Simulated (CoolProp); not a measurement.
Vapour-liquid equilibrium of R1234yf (1) + R152A (2) at 2.32 kPa; x and y are mole fractions of (1).

Computed with CoolProp (multi-fluid Helmholtz-energy mixture model, Lemmon 2022 and Outcalt 1996; pair parameters Bell 2023).

```tsv
x	bubble temperature (K)	y at the bubble point	dew temperature at overall composition x (K)	liquid density (mol/L)
0.05	187.1	0.109	187.5	16.81
0.15	186.0	0.269	186.8	16.22
0.25	185.2	0.385	186.1	15.66
0.35	184.6	0.478	185.4	15.13
0.45	184.2	0.561	184.8	14.64
0.55	183.8	0.639	184.2	14.19
0.65	183.5	0.716	183.7	13.76
0.75	183.2	0.794	183.4	13.37
0.85	183.0	0.875	183.1	12.99
0.95	182.8	0.958	182.8	12.64
```

No azeotrope shows between x = 0.05 and 0.95.

The pair parameters rest on a limited set of measurements; away from them the model extrapolates.
